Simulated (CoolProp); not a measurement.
R152A along the isobar 5100 kPa: density (kg/m³) from the reference equation and from simpler models built on Tc = 386.4 K, pc = 4517 kPa, ω = 0.275; each cubic takes its own stable root.

Values from CoolProp's reference Helmholtz-energy equation of state, Outcalt 1996. It is a modified Benedict-Webb-Rubin equation, recast in Helmholtz form.

| T (K) | phase | reference | Redlich-Kwong | Peng-Robinson |
|---|---|---|---|---|
| 201.1 | liquid | 1112 | 899.5 | 1035 |
| 210 | liquid | 1096 | 886.8 | 1023 |
| 218.9 | liquid | 1079 | 873.6 | 1010 |
| 227.9 | liquid | 1062 | 859.8 | 996.5 |
| 236.8 | liquid | 1045 | 845.6 | 982.5 |
| 245.7 | liquid | 1027 | 830.8 | 967.7 |
| 254.6 | liquid | 1009 | 815.5 | 952.0 |
| 263.5 | liquid | 991.2 | 799.5 | 935.5 |
| 272.5 | liquid | 972.3 | 782.6 | 917.7 |
| 281.4 | liquid | 953.1 | 765.1 | 899.0 |
| 290.3 | liquid | 933.2 | 746.8 | 879.0 |
